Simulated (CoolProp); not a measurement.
A single-stage vapour-compression cycle with R245fa: evaporating at 278.15 K (dew point), condensing at 311.15 K (bubble point), superheat 8 K, subcooling 2 K, compressor efficiency 0.9, no pressure losses. Each further row changes one setting.

Computed with CoolProp (reference Helmholtz-energy equation of state, Akasaka 2015).

```tsv
case	cooling COP	pressure ratio	discharge temperature (K)	refrigerating effect (kJ/kg)	volumetric capacity (kJ/m³)
as stated	[?]	3.52	318.6	168	650
evaporating temperature 283.15 K	8.28	2.85	318.3	172	813
condensing temperature 306.15 K	8.16	2.97	314.0	175	676
subcooling 7 K	7.03	3.52	318.6	175	676
superheat 18 K	[?]	3.52	328.7	[?]	[?]
compressor efficiency 0.8	[?]	3.52	[?]	168	650
```

### Question
Complete the blanks.

### Answer

- as stated, cooling COP: 6.76
- superheat 18 K, cooling COP: 6.84
- superheat 18 K, refrigerating effect (kJ/kg): 177
- superheat 18 K, volumetric capacity (kJ/m³): 658
- compressor efficiency 0.8, cooling COP: 6.01
- compressor efficiency 0.8, discharge temperature (K): 321.8
